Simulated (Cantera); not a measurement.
# CH2F2 + F2 (fluorocarbon and chlorocarbon gases)

A closed system holds: 1 mol CH2F2, 0.014 mol F2, held at 0.600 bar.

These are equilibrium values from Cantera (NASA tables, ideal gas, pure condensed phases), not measurements of a reactor. Candidate condensed phases: C, C6H6, C7H8, C8H18; 95 gas species. Condensed phases not in the tables: fluorocarbon polymer. Gases not in the tables: C2F6 and larger saturated fluorocarbons. Equilibrium is a limit: real reactors are often held back by kinetics, nucleation or transport.

| T (°C) | x HF | x F | x CF2 | x CF4 | x H | x CF | x H2 | x CF3 | n C(graphite) |
|---|---|---|---|---|---|---|---|---|---|
| 525 | 0.996 | <1e-12 | <1e-12 | 0.00349 | <1e-12 | <1e-12 | 2.26e-9 | <1e-12 | 0.993 |
| 725 | 0.996 | 2.04e-12 | 3.85e-11 | 0.00349 | <1e-12 | <1e-12 | 2.64e-8 | 5.24e-11 | 0.993 |
| 925 | 0.996 | 1.17e-9 | 1.12e-8 | 0.00349 | 9.19e-11 | <1e-12 | 1.40e-7 | 5.17e-9 | 0.993 |
| 1125 | 0.997 | 1.10e-7 | 6.34e-7 | 0.00349 | 4.20e-9 | 6.78e-12 | 4.74e-7 | 1.36e-7 | 0.993 |
| 1325 | 0.996 | 3.33e-6 | 1.28e-5 | 0.00348 | 7.53e-8 | 1.26e-9 | 1.20e-6 | 1.56e-6 | 0.993 |
| 1525 | 0.996 | 4.70e-5 | 0.000130 | 0.00340 | 7.23e-7 | 7.15e-8 | 2.53e-6 | 1.01e-5 | 0.993 |
| 1725 | 0.996 | 0.000380 | 0.000772 | 0.00297 | 4.59e-6 | 1.74e-6 | 4.91e-6 | 4.15e-5 | 0.992 |
| 1925 | 0.994 | 0.00186 | 0.00259 | 0.00165 | 2.36e-5 | 2.09e-5 | 1.08e-5 | 9.12e-5 | 0.991 |
| 2125 | 0.990 | 0.00511 | 0.00375 | 0.000286 | 0.000127 | 0.000120 | 3.90e-5 | 6.79e-5 | 0.991 |
| 2325 | 0.987 | 0.00889 | 0.00278 | 1.95e-5 | 0.000717 | 0.000388 | 0.000213 | 2.14e-5 | 0.993 |
x: gas mole fraction; n: condensed amount in mol.

From 525 °C to 2325 °C the condensed part is C(graphite). The main C-bearing gas is CF4 at 525 °C and CF2 at 2325 °C.
